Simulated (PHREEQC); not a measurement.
A solution holds 0.052 mol/kgw HF, 7.9e-05 mol/kgw (NH4)2SiF6 and 0.0015 mol/kgw HBF4, at 75 °C. Closed to the air; pH follows from the charge balance.

All values are PHREEQC results (ion-association model, phreeqc.dat), not measurements.

Precipitation was switched off in this run.

Estimate the pH, ionic strength.

pH 2.34; ionic strength 0.00519 mol/kgw.

In which forms is B present?

BF4- 97 %, BF3OH- 2.1 % of the B.

Complexes and solids missing from the database can't appear. At this temperature some constants are extrapolated from 25 °C, and those without enthalpy data are left unchanged. SiF6-2 is the database's only silicon fluoride. Real BF4- forms and hydrolyses slowly; the run takes it at equilibrium.
